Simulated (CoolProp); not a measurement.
Computed with CoolProp (reference Helmholtz-energy equation of state, Lemmon 2005). It is a short technical equation, of lower accuracy than the large ones.

Task: For cis-2-butene, give the phase and the cp (kJ/(kg K)), cv (kJ/(kg K)), speed of sound (m/s), isothermal compressibility (1/MPa) at 65.55 °C and 530 kPa; 65.55 °C and 1590 kPa.

Result: 
- 65.55 °C and 530 kPa: gas; cp 1.78, cv 1.53, speed of sound 214, isothermal compressibility 2.15
- 65.55 °C and 1590 kPa: liquid; cp 2.45, cv 1.64, speed of sound 769, isothermal compressibility 0.00448
